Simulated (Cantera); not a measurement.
Charge: 1 mol SiF₄, 0.7 mol H₂O, held at 375 Torr.

These are equilibrium values from Cantera (NASA tables, ideal gas, pure condensed phases), not measurements of a reactor. Candidate condensed phases: H₂O, Si, SiO₂; 38 gas species. The tables' values for SiF₃ are old estimates; treat these amounts as uncertain. The tables hold silica as quartz up to 1696 K and as liquid above; real silica turns to tridymite and cristobalite and melts near 1996 K. Gases not in the tables: Si(OH)₄. Kinetics and transport are ignored.

x: gas mole fraction; n: condensed amount in mol.

| T (K) | x HF | x SiF₄ | x H₂O | x SiF₃ | x H₂ | x O₂ | n SiO₂(β-quartz) | n SiO₂(condensed) |
|---|---|---|---|---|---|---|---|---|
| 1048 | 0.348 | 0.450 | 0.202 | 5.16e-11 | 2.70e-7 | 1.32e-7 | 0.162 | 0 |
| 1198 | ? | 0.416 | ? | 4.29e-9 | ? | ? | ? | 0 |
| 1348 | 0.498 | 0.390 | 0.111 | 1.33e-7 | 1.27e-5 | 5.98e-6 | 0.242 | 0 |
| 1498 | 0.545 | 0.372 | 0.0834 | 2.08e-6 | 4.66e-5 | 2.17e-5 | 0.268 | 0 |
| 1648 | 0.577 | 0.359 | ? | 1.95e-5 | ? | ? | 0.287 | 0 |
| 1798 | 0.601 | 0.350 | 0.0492 | 0.000124 | 0.000295 | 0.000156 | 0 | 0.300 |
| 1948 | 0.617 | 0.342 | 0.0385 | 0.000574 | 0.000552 | 0.000362 | 0 | 0.310 |

Fill in the missing entries.


- 1198, x HF: 0.434
- 1198, x H₂O: 0.150
- 1198, x H₂: 2.41e-6
- 1198, x O₂: 1.15e-6
- 1198, n SiO₂(β-quartz): 0.207
- 1648, x H₂O: 0.0637
- 1648, x H₂: 0.000131
- 1648, x O₂: 6.26e-5
